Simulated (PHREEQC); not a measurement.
Dissolve 130 mmol/kgw HF, 0.14 mmol/kgw NH4HF2, 0.1 mmol/kgw H4SiO4 and 0.056 mmol/kgw HCl at 25 °C. Closed to the air; pH follows from the charge balance.

Computed with PHREEQC (ion-association model, phreeqc.dat).

Each row changes one thing in this solution. This is a speciation only: nothing precipitates in the calculation.

| case | pH | ionic strength (mol/kgw) | HF (mol/kgw) | F- (mol/kgw) | HF2- (mol/kgw) | SI of Quartz (SiO2) |
|---|---|---|---|---|---|---|
| as made | 1.97 | 0.0120 | 0.115 | 0.00807 | 0.00354 | -9.64 |
| diluted 5-fold with water | 2.40 | 0.00427 | 0.0214 | 0.00388 | 0.000319 | -6.76 |
| 0.0016 mol/kgw Na2SO4 added | 1.99 | 0.0159 | 0.114 | 0.00839 | 0.00367 | -9.68 |
| HF from 0.13 to 0.026 mol/kgw | 2.40 | 0.00449 | 0.0212 | 0.00383 | 0.000312 | -6.03 |
| HCl left out | 1.97 | 0.0119 | 0.115 | 0.00808 | 0.00355 | -9.64 |
| temperature from 25 to 10 °C | 1.93 | 0.0132 | 0.113 | 0.00937 | 0.00352 | -10.61 |
| 0.0071 mol/kgw NH4HSO4 added | 1.89 | 0.0255 | 0.116 | 0.00715 | 0.00319 | -9.60 |
| NH4HF2 left out | 1.97 | 0.0119 | 0.114 | 0.00801 | 0.00352 | -9.63 |
| HF replaced by (NH4)2SiF6 at the same molality | 3.06 | 0.391 | 0.00217 | 0.00276 | 2.24e-5 | +0.97 |

Complexes and solids missing from the database can't appear. Some of these states are supersaturated (in Quartz (slow to form), Chalcedony (slow to form), for instance). Constants without temperature data keep their 25 °C values here. SiF6-2 is the database's only silicon fluoride.
